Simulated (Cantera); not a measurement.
Charge: 1 mol SiC, 0.037 mol N₂O, 650 mol H₂, 0.97 mol O₂, at 4.40 bar.

Method: chemical equilibrium by Gibbs-energy minimisation in Cantera with the NASA 1993 tables (ideal gas, pure condensed phases). Candidate condensed phases: C, C₆H₆, C₇H₈, C₈H₁₈, H₂O, Si, SiC, SiO₂, Si₂N₂O, Si₃N₄; 151 gas species. Mutual solubility and eutectic melting of coexisting phases are not modelled. The tables hold silica as quartz up to 1696 K and as liquid above; real silica turns to tridymite and cristobalite and melts near 1996 K. Gases not in the tables: Si₂H₆ and higher silanes. The numbers say what is thermodynamically allowed, not how fast it happens.

Problem. Which condensed phases are stable at each of these points (T (K)): 1525, 1600, 1675, 1750, 1825, 1900, 1975, 2050, 2125, 2200?

Solution. 
```json
[
 {"T (K)": "1525", "condensed phases": "SiC(s) + SiO₂(β-quartz) + Si₂N₂O(s)", "Si condensed (%)": "96.8"},
 {"T (K)": "1600", "condensed phases": "SiC(s) + SiO₂(β-quartz) + Si₂N₂O(s)", "Si condensed (%)": "86.0"},
 {"T (K)": "1675", "condensed phases": "SiC(s) + SiO₂(β-quartz) + Si₂N₂O(s)", "Si condensed (%)": "41.3"},
 {"T (K)": "1750", "condensed phases": "gas only", "Si condensed (%)": "0.0"},
 {"T (K)": "1825", "condensed phases": "gas only", "Si condensed (%)": "0.0"},
 {"T (K)": "1900", "condensed phases": "gas only", "Si condensed (%)": "0.0"},
 {"T (K)": "1975", "condensed phases": "gas only", "Si condensed (%)": "0.0"},
 {"T (K)": "2050", "condensed phases": "gas only", "Si condensed (%)": "0.0"},
 {"T (K)": "2125", "condensed phases": "gas only", "Si condensed (%)": "0.0"},
 {"T (K)": "2200", "condensed phases": "gas only", "Si condensed (%)": "0.0"}
]
```

From 1525 K to 1675 K the condensed part is SiC(s) + SiO₂(β-quartz) + Si₂N₂O(s). From 1750 K to 2200 K nothing is condensed.
